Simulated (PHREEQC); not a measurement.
Dissolve 1.2 mol Na2SO4, 0.147 mol KCl and 0.075 mol KBr per kg of water at 25 °C. Closed to the air; pH follows from the charge balance.

All values are PHREEQC results (Pitzer model, pitzer.dat), not measurements.

Question: The ionic strength comes out as 3.82 mol/kgw. What activity coefficients do SO4-2, Cl-, K+, Na+, Br- get?

Answer: SO4-2 0.031, Cl- 0.58, K+ 0.40, Na+ 0.45, Br- 0.60. Single-ion values are on the MacInnes scale.

This is a speciation only: nothing precipitates in the calculation.
